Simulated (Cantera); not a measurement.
An adiabatic, constant-pressure homogeneous reactor starts with CO : H2 : CH4 : O2 : N2 : H2O = 1 : 0.16 : 0.22 : 1.2 : 4.51 : 0.22 (molar parts), at 1400 K and 750 Torr. Integrator tolerance rtol = 1e-08.

Detailed kinetics in Cantera: GRI-Mech 3.0 (53 species, 325 reactions).

Task: What does this change do: initial temperature 1400 to 1725 K?

Result: 
```
quantity                                                              before                                      after
---------------------------------  -----------------------------------------  -----------------------------------------
time of steepest temperature rise                                   0.194 ms                                    46.6 µs
temperature at 0.800 s                                                2643 K                                     2751 K
equilibrium temperature                                               2643 K                                     2751 K
x(CO) at 0.800 s                       0.0476 (gas-phase equilibrium 0.0476)      0.0631 (gas-phase equilibrium 0.0631)
x(H2) at 0.800 s                     0.00583 (gas-phase equilibrium 0.00583)    0.00801 (gas-phase equilibrium 0.00801)
x(CH4) at 0.800 s                      <1e-12 (gas-phase equilibrium <1e-12)      <1e-12 (gas-phase equilibrium <1e-12)
x(N2O) at 0.800 s                    5.84e-7 (gas-phase equilibrium 5.84e-7)    7.17e-7 (gas-phase equilibrium 7.17e-7)
x(CH2O) at 0.800 s                 1.11e-10 (gas-phase equilibrium 1.11e-10)  2.03e-10 (gas-phase equilibrium 2.03e-10)
```
